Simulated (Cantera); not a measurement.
Cantera run, input and output.

```python
import numpy as np
import cantera as ct

gas = ct.Solution("gri30.yaml")
gas.TPX = 1198, 1300000, {'CO': 1, 'H2': 0.037, 'O2': 1.52, 'N2': 16.8}
reactor = ct.IdealGasConstPressureReactor(gas, energy="on", clone=False)
net = ct.ReactorNet([reactor])
net.rtol, net.atol = 1e-08, 1e-16
show = ['CO', 'H2', 'O2', 'HO2', 'NO', 'H']
times = np.geomspace(9e-06, 0.7, 10)

steps = ct.SolutionArray(gas, extra=["t"])
rows = []
print(f"{'t/s':>10s}{'T/K':>9s}{'P/Pa':>11s}" + "".join(f"{s:>11s}" for s in show))
for t in times:
    while net.time < t:
        t_next = net.step()
        steps.append(gas.state, t=t_next)
    rows.append([np.interp(t, steps.t, y) for y in (steps.T, steps.P, *steps(*show).X.T)])
    print(f"{t:10.3e}{rows[-1][0]:9.1f}{rows[-1][1]:11.4g}" + "".join(f"{x:11.3e}" for x in rows[-1][2:]))
rate = np.gradient(steps.T, steps.t)
print("integrator steps:", len(steps.t))
if steps.T.max() > steps.T[0] + 200:
    print(f"time of steepest temperature rise: {steps.t[rate.argmax()]:.4e} s")
gas.TPX = 1198, 1300000, {'CO': 1, 'H2': 0.037, 'O2': 1.52, 'N2': 16.8}
gas.equilibrate("HP")
print(f"equilibrium (HP): T = {gas.T:.1f} K  " + "  ".join(f"{s} {gas[s].X[0]:.3e}" for s in show))
```

Result:

```
       t/s      T/K       P/Pa         CO         H2         O2        HO2         NO          H
 9.000e-06   1198.0    1.3e+06  5.166e-02  1.911e-03  7.852e-02  2.237e-08  4.051e-17  1.051e-09
 3.145e-05   1198.0    1.3e+06  5.166e-02  1.911e-03  7.852e-02  2.251e-07  7.025e-16  4.762e-09
 1.099e-04   1198.2    1.3e+06  5.164e-02  1.904e-03  7.851e-02  6.118e-06  2.307e-13  1.066e-07
 3.842e-04   1220.9    1.3e+06  4.947e-02  1.307e-03  7.715e-02  5.239e-05  3.455e-10  1.708e-06
 1.343e-03   1335.6    1.3e+06  3.688e-02  3.330e-05  7.059e-02  2.103e-05  2.691e-08  1.556e-06
 4.692e-03   1627.8    1.3e+06  1.089e-04  2.097e-07  5.319e-02  4.526e-07  1.023e-05  7.188e-08
 1.640e-02   1628.8    1.3e+06  2.182e-06  2.268e-08  5.315e-02  4.407e-08  1.071e-05  3.172e-09
 5.731e-02   1628.8    1.3e+06  1.857e-06  2.194e-08  5.315e-02  4.290e-08  1.085e-05  3.034e-09
 2.003e-01   1628.8    1.3e+06  1.857e-06  2.194e-08  5.315e-02  4.290e-08  1.133e-05  3.034e-09
 7.000e-01   1628.8    1.3e+06  1.857e-06  2.194e-08  5.315e-02  4.290e-08  1.300e-05  3.034e-09
integrator steps: 1325
time of steepest temperature rise: 2.1901e-03 s
equilibrium (HP): T = 1625.9 K  CO 1.801e-06  H2 2.136e-08  O2 5.257e-02  HO2 4.182e-08  NO 1.155e-03  H 2.908e-09
```

Detailed kinetics in Cantera: GRI-Mech 3.0 (53 species, 325 reactions). The hydrogen kinetics of GRI-Mech 3.0 are dated; newer H2 mechanisms differ, most at raised pressure. The pressure lies above the range GRI-Mech 3.0 was tuned for (to about 10 atm).
